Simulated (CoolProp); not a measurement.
R124 along the isobar 117 bar: Z from the reference equation and from simpler models built on Tc = 395.4 K, pc = 36.24 bar, ω = 0.288; each cubic takes its own stable root.

Values from CoolProp's reference Helmholtz-energy equation of state, de Vries 1995.

| T (K) | phase | reference |
|---|---|---|
| 293.4 | liquid | 0.4612 |
| 307.5 | liquid | 0.4529 |
| 321.5 | liquid | 0.4466 |
| 335.5 | liquid | 0.4423 |
| 349.6 | liquid | 0.4400 |
| 363.6 | liquid | 0.4399 |
| 377.6 | liquid | 0.4423 |
| 391.7 | liquid | 0.4478 |
| 405.7 | supercritical | 0.4569 |
| 419.8 | supercritical | 0.4706 |
| 433.8 | supercritical | 0.4898 |
| 447.8 | supercritical | 0.5153 |
| 461.9 | supercritical | 0.5473 |

Q: How far does each simpler model (van der Waals, Redlich-Kwong, Soave-Redlich-Kwong, Peng-Robinson) lie from the reference over these 13 states: mean and median of the absolute difference, and the worst?

A: 
- van der Waals: mean 40.2 %, median 43.6 %, worst +55.1 % at 293.4 K and 117 bar
- Redlich-Kwong: mean 10.0 %, median 11.2 %, worst +11.5 % at 363.6 K and 117 bar
- Soave-Redlich-Kwong: mean 10.4 %, median 10.1 %, worst +13.6 % at 447.8 K and 117 bar
- Peng-Robinson: mean 3.0 %, median 3.3 %, worst +4.8 % at 461.9 K and 117 bar
